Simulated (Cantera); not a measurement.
An adiabatic, constant-volume homogeneous reactor starts with 12.6 % H2, 14.4 % O2, 73.0 % N2, equivalence ratio 0.44, at 1400 K and 240 Torr.

Cantera simulation using GRI-Mech 3.0 (53 species, 325 reactions); the numbers are that mechanism's predictions, not measurements.

Problem. Predict: time of steepest temperature rise; temperature at 3.00 s; equilibrium temperature; x(H2) at 3.00 s; x(O2) at 3.00 s; x(N2O) at 3.00 s; x(H2O) at 3.00 s; x(NO) at 3.00 s; x(H2O2) at 3.00 s; x(OH) at 3.00 s.

Solution. 
- time of steepest temperature rise = 77.5 µs
- temperature at 3.00 s = 2373 K
- equilibrium temperature = 2373 K
- x(H2) at 3.00 s = 0.00198 (gas-phase equilibrium 0.00198)
- x(O2) at 3.00 s = 0.0773 (gas-phase equilibrium 0.0773)
- x(N2O) at 3.00 s = 4.28e-7 (gas-phase equilibrium 4.28e-7)
- x(H2O) at 3.00 s = 0.126 (gas-phase equilibrium 0.126)
- x(NO) at 3.00 s = 0.0109 (gas-phase equilibrium 0.0109)
- x(H2O2) at 3.00 s = 1.33e-7 (gas-phase equilibrium 1.33e-7)
- x(OH) at 3.00 s = 0.00987 (gas-phase equilibrium 0.00987)
